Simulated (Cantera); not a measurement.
**Equilibrium for carbon deposition, reforming and gasification: toluene + H2**

Input: 1 mol toluene, 2 mol H2, at 10.0 mbar.

These are equilibrium values from Cantera (NASA tables, ideal gas, pure condensed phases), not measurements of a reactor. Candidate condensed phases: C, C6H6, C7H8, C8H18; 76 gas species. The numbers say what is thermodynamically allowed, not how fast it happens.

```tsv
T (K)	x H2	x H	x C2H2 (acetylene)	x CH4	x C2H	x C4H2	x CH3	x C2H2 (vinylidene)	n C(graphite)
1573	1.000	0.000406	2.06e-5	1.83e-5	2.43e-11	1.64e-10	1.52e-7	1.01e-10	7.00
1623	0.999	0.000691	3.48e-5	1.48e-5	9.15e-11	4.71e-10	2.08e-7	2.60e-10	7.00
1673	0.999	0.00114	5.69e-5	1.21e-5	3.18e-10	1.26e-9	2.81e-7	6.34e-10	7.00
1723	0.998	0.00182	9.03e-5	1.00e-5	1.03e-9	3.20e-9	3.72e-7	1.47e-9	7.00
1773	0.997	0.00284	0.000140	8.38e-6	3.10e-9	7.70e-9	4.84e-7	3.23e-9	7.00
1823	0.995	0.00432	0.000210	7.07e-6	8.81e-9	1.76e-8	6.20e-7	6.81e-9	7.00
1873	0.993	0.00643	0.000310	6.01e-6	2.37e-8	3.85e-8	7.83e-7	1.38e-8	7.00
1923	0.990	0.00937	0.000447	5.15e-6	6.03e-8	8.06e-8	9.75e-7	2.68e-8	6.99
1973	0.986	0.0134	0.000632	4.44e-6	1.46e-7	1.62e-7	1.20e-6	5.03e-8	6.99
2023	0.980	0.0188	0.000876	3.84e-6	3.40e-7	3.15e-7	1.45e-6	9.13e-8	6.99
2073	0.973	0.0259	0.00119	3.33e-6	7.56e-7	5.90e-7	1.74e-6	1.61e-7	6.99
2123	0.963	0.0352	0.00160	2.90e-6	1.62e-6	1.07e-6	2.06e-6	2.74e-7	6.98
2173	0.951	0.0471	0.00210	2.52e-6	3.33e-6	1.88e-6	2.40e-6	4.54e-7	6.97
2223	0.935	0.0620	0.00271	2.19e-6	6.63e-6	3.21e-6	2.77e-6	7.33e-7	6.97
```
x: gas mole fraction; n: condensed amount in mol.

From 1573 K to 2223 K the condensed part is C(graphite). The main C-bearing gas is C2H2 (acetylene) throughout.
